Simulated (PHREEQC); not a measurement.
Dissolve 0.0252 mol NaHCO3, 0.0014 mol Na2SO4 and 0.0042 mol KCl per kg of water at 25 °C. Closed to the air; pH follows from the charge balance.

Computed with PHREEQC (Pitzer model, pitzer.dat).

- pH: 8.17
- ionic strength: 0.0339 mol/kgw
- specific conductance: 2980 µS/cm
- osmotic coefficient: 0.958
- total alkalinity: 25.2 meq/kg

```tsv
species	molality	activity	log γ
Na+	0.0280	0.0247	-0.055
HCO3-	0.0245	0.0228	-0.031
Cl-	0.00420	0.00352	-0.076
K+	0.00420	0.00336	-0.097
SO4-2	0.00140	0.000627	-0.349
CO2	0.000338	0.000340	0.002
CO3-2	0.000337	0.000154	-0.339
OH-	1.78e-6	1.49e-6	-0.077
H+	8.55e-9	6.78e-9	-0.101
```

This is a speciation only: nothing precipitates in the calculation.
